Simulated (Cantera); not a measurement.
**Adiabatic ignition**

An adiabatic, constant-pressure homogeneous reactor starts with 3.32 % CH4, 0.199 % H2, 19.8 % O2, 74.4 % N2, 2.23 % CO2, equivalence ratio 0.34, at 1323 K and 9.87 atm.

Cantera simulation using GRI-Mech 3.0 (53 species, 325 reactions); the numbers are that mechanism's predictions, not measurements.

```tsv
t (s)	T (K)	x CH4	x H2	x O2	x C2H4	x NO	x N2O	x O
2.00e-6	1323	0.0332	0.00199	0.198	<1e-12	<1e-12	<1e-12	3.37e-10
5.52e-6	1323	0.0332	0.00199	0.198	1.07e-12	<1e-12	<1e-12	6.22e-10
1.53e-5	1323	0.0332	0.00199	0.198	3.17e-11	<1e-12	2.27e-12	1.61e-9
4.21e-5	1323	0.0332	0.00199	0.198	1.46e-9	<1e-12	1.79e-11	6.69e-9
0.000116	1323	0.0332	0.00199	0.198	1.93e-7	<1e-12	2.02e-10	5.60e-8
0.000321	1329	0.0322	0.00196	0.198	2.08e-5	<1e-12	2.75e-9	3.12e-7
0.000887	2038	<1e-12	2.30e-5	0.131	<1e-12	9.00e-6	1.10e-6	0.000103
0.00245	2038	<1e-12	2.29e-5	0.131	<1e-12	2.44e-5	1.10e-6	0.000103
0.00676	2038	<1e-12	2.29e-5	0.131	<1e-12	6.68e-5	1.10e-6	0.000103
0.0187	2038	<1e-12	2.29e-5	0.131	<1e-12	0.000183	1.10e-6	0.000102
0.0516	2037	<1e-12	2.28e-5	0.130	<1e-12	0.000498	1.10e-6	0.000102
0.142	2035	<1e-12	2.25e-5	0.130	<1e-12	0.00131	1.09e-6	0.000100
0.393	2031	<1e-12	2.19e-5	0.129	<1e-12	0.00311	1.08e-6	9.69e-5
1.09	2026	<1e-12	2.12e-5	0.128	<1e-12	0.00543	1.07e-6	9.28e-5
3.00	2024	<1e-12	2.10e-5	0.128	<1e-12	0.00620	1.07e-6	9.14e-5
```
x: mole fraction; the columns are a selection and need not sum to one.

```json
{
  "time_of_steepest_temperature_rise": "0.531 ms",
  "temperature at 3.00 s": "2024 K",
  "equilibrium_temperature": "2024 K",
  "x(CH4) at 3.00 s": "<1e-12 (gas-phase equilibrium <1e-12)",
  "x(H2) at 3.00 s": "2.10e-5 (gas-phase equilibrium 2.09e-5)",
  "x(O2) at 3.00 s": "0.128 (gas-phase equilibrium 0.128)"
}
```
